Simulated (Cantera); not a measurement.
## Hydrocarbon pyrolysis for carbon deposition

An isothermal, constant-pressure homogeneous reactor starts with CH4 : H2 = 1 : 1.1 (molar parts), at 1850 K and 225 Torr.

Model: GRI-Mech 3.0 (53 species, 325 reactions), integrated in Cantera. GRI-Mech 3.0 stops at C3 and has no aromatics, soot or wall deposition, so with more carbon than oxygen in the feed, carbon stays in small species such as C2H2 where larger ones or solid carbon would form.

```tsv
t (s)	x CH4	x H2	x C2H2	x C2H4	x CH3
2.00e-5	0.475	0.524	4.12e-8	7.30e-6	0.000953
5.49e-5	0.473	0.525	3.75e-6	0.000152	0.00247
0.000151	0.462	0.529	0.000301	0.00229	0.00537
0.000413	0.412	0.560	0.00875	0.0111	0.00672
0.00113	0.307	0.631	0.0466	0.00965	0.00513
0.00311	0.182	0.715	0.0949	0.00364	0.00321
0.00854	0.0852	0.781	0.131	0.00125	0.00162
0.0234	0.0330	0.816	0.149	0.000725	0.000677
0.0643	0.0120	0.830	0.156	0.000662	0.000257
0.176	0.00514	0.834	0.159	0.000661	0.000111
0.484	0.00373	0.835	0.159	0.000662	8.10e-5
1.33	0.00368	0.835	0.159	0.000663	7.99e-5
3.64	0.00368	0.835	0.159	0.000663	7.99e-5
10.0	0.00368	0.835	0.159	0.000663	7.99e-5
```
x: mole fraction; the columns are a selection and need not sum to one.

Equilibrium at this temperature and pressure: CH4 0.00368, H2 0.835, C2H2 0.159, C2H4 0.000663, CH3 7.99e-5 (gas phase only).
